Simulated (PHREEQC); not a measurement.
**Copper plating or etch bath (model solution)**

Consider water at 25 °C with 0.0039 mol Cu(BF4)2 per kg of water. Closed to the air; pH follows from the charge balance.

Equilibrium calculation in PHREEQC: ion-association model, phreeqc.dat.

This is a speciation only: nothing precipitates in the calculation.

Question: Estimate the pH.

Answer: pH 2.95.

Question: In which forms is Cu present?

Answer: Cu+2 97 %, CuF+ 2.6 % of the Cu.

Species that the database lacks are ignored. Real BF4- forms and hydrolyses slowly; the run takes it at equilibrium.
